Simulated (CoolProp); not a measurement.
Values from CoolProp's reference Helmholtz-energy equation of state, Lemmon 2006. It is a short technical equation, of lower accuracy than the large ones.

Q: For C2F6 (R116), give the phase and the conductivity (mW/(m K)), Prandtl number at 208.6 K and 1.06 MPa; 366.1 K and 0.263 MPa.

A: 
- 208.6 K and 1.06 MPa: liquid; conductivity 71.2, Prandtl number 4.63
- 366.1 K and 0.263 MPa: gas; conductivity 20.1, Prandtl number 0.749

Viscosity comes from a separate model (Huber 2003), an estimate that may be off by 10 % or more. Thermal conductivity comes from a separate model (Huber 2003), an estimate that may be off by 10 % or more.
